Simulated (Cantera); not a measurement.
Charge: 1 mol V₂O₃, 0.47 mol H₂, 3 mol N₂, held at 0.0100 bar.

These are equilibrium values from Cantera (NASA tables, ideal gas, pure condensed phases), not measurements of a reactor. Candidate condensed phases: H₂O, V, VN, VO, V₂O₃, V₂O₄, V₂O₅; 28 gas species. Mutual solubility and eutectic melting of coexisting phases are not modelled. VN, VO: taken at fixed stoichiometry. Condensed phases not in the tables: the oxides between V₂O₃ and V₂O₅ other than VO₂, solid solutions among these carbides, nitrides and lower oxides, V₂N. Rates play no part.

x: gas mole fraction; n: condensed amount in mol.

```json
[
 {"T (K)": "1023", "x N₂": "0.865", "x H₂": "0.135", "x H₂O": "0.000220", "x H": "1.52e-8", "x NH₃": "___", "x VO₂": "<1e-12", "n VN(s)": "0.000509", "n V₂O₃(s)": "1.000", "n VO(s)": "0"},
 {"T (K)": "1073", "x N₂": "0.865", "x H₂": "0.135", "x H₂O": "0.000233", "x H": "5.15e-8", "x NH₃": "___", "x VO₂": "<1e-12", "n VN(s)": "0.000539", "n V₂O₃(s)": "1.000", "n VO(s)": "0"},
 {"T (K)": "1123", "x N₂": "0.865", "x H₂": "0.135", "x H₂O": "0.000244", "x H": "1.57e-7", "x NH₃": "___", "x VO₂": "<1e-12", "n VN(s)": "0.000565", "n V₂O₃(s)": "1.000", "n VO(s)": "0"},
 {"T (K)": "1173", "x N₂": "0.865", "x H₂": "0.135", "x H₂O": "0.000255", "x H": "4.34e-7", "x NH₃": "___", "x VO₂": "<1e-12", "n VN(s)": "0.000590", "n V₂O₃(s)": "1.000", "n VO(s)": "0"},
 {"T (K)": "1223", "x N₂": "0.865", "x H₂": "0.135", "x H₂O": "0.000264", "x H": "1.11e-6", "x NH₃": "___", "x VO₂": "4.70e-12", "n VN(s)": "0.000612", "n V₂O₃(s)": "1.000", "n VO(s)": "0"},
 {"T (K)": "1273", "x N₂": "0.865", "x H₂": "0.135", "x H₂O": "0.000273", "x H": "2.62e-6", "x NH₃": "___", "x VO₂": "3.07e-11", "n VN(s)": "0.000632", "n V₂O₃(s)": "1.000", "n VO(s)": "0"},
 {"T (K)": "1323", "x N₂": "0.865", "x H₂": "0.135", "x H₂O": "0.000281", "x H": "5.83e-6", "x NH₃": "___", "x VO₂": "1.73e-10", "n VN(s)": "0.000650", "n V₂O₃(s)": "1.000", "n VO(s)": "0"},
 {"T (K)": "1373", "x N₂": "0.865", "x H₂": "0.135", "x H₂O": "0.000288", "x H": "1.22e-5", "x NH₃": "___", "x VO₂": "8.57e-10", "n VN(s)": "0.000666", "n V₂O₃(s)": "1.000", "n VO(s)": "0"},
 {"T (K)": "1423", "x N₂": "0.865", "x H₂": "0.135", "x H₂O": "0.000314", "x H": "2.44e-5", "x NH₃": "___", "x VO₂": "3.90e-9", "n VN(s)": "0", "n V₂O₃(s)": "0.999", "n VO(s)": "0.00218"},
 {"T (K)": "1473", "x N₂": "0.865", "x H₂": "0.135", "x H₂O": "0.000423", "x H": "4.65e-5", "x NH₃": "___", "x VO₂": "1.78e-8", "n VN(s)": "0", "n V₂O₃(s)": "0.999", "n VO(s)": "0.00294"},
 {"T (K)": "1523", "x N₂": "0.865", "x H₂": "0.135", "x H₂O": "0.000558", "x H": "8.49e-5", "x NH₃": "___", "x VO₂": "7.32e-8", "n VN(s)": "0", "n V₂O₃(s)": "0.998", "n VO(s)": "0.00387"}
]
```

**Question.** Fill in the missing entries.

**Answer.** 
- 1023, x NH₃: 2.32e-7
- 1073, x NH₃: 1.71e-7
- 1123, x NH₃: 1.30e-7
- 1173, x NH₃: 1.01e-7
- 1223, x NH₃: 7.95e-8
- 1273, x NH₃: 6.40e-8
- 1323, x NH₃: 5.24e-8
- 1373, x NH₃: 4.35e-8
- 1423, x NH₃: 3.65e-8
- 1473, x NH₃: 3.10e-8
- 1523, x NH₃: 2.66e-8
